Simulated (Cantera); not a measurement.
Input: 1 mol LiOH, 0.11 mol H2, equilibrated at 12.0 Pa.

Method: chemical equilibrium by Gibbs-energy minimisation in Cantera with the NASA 1993 tables (ideal gas, pure condensed phases). Candidate condensed phases: H2O, Li, LiH, LiOH, Li2O; 17 gas species. Rates play no part.

Q: Which condensed phases are stable at each of these points (T (K)): 1100, 1200, 1300, 1400, 1500, 1600, 1700, 1800, 1900, 2000?

A: 
| T (K) | condensed phases | Li condensed (%) |
|---|---|---|
| 1100 | Li2O(s) | 99.2 |
| 1200 | Li2O(s) | 95.7 |
| 1300 | Li2O(s) | 83.0 |
| 1400 | Li2O(s) | 48.0 |
| 1500 | gas only | 0.0 |
| 1600 | gas only | 0.0 |
| 1700 | gas only | 0.0 |
| 1800 | gas only | 0.0 |
| 1900 | gas only | 0.0 |
| 2000 | gas only | 0.0 |

From 1100 K to 1400 K the condensed part is Li2O(s). From 1500 K to 2000 K nothing is condensed.
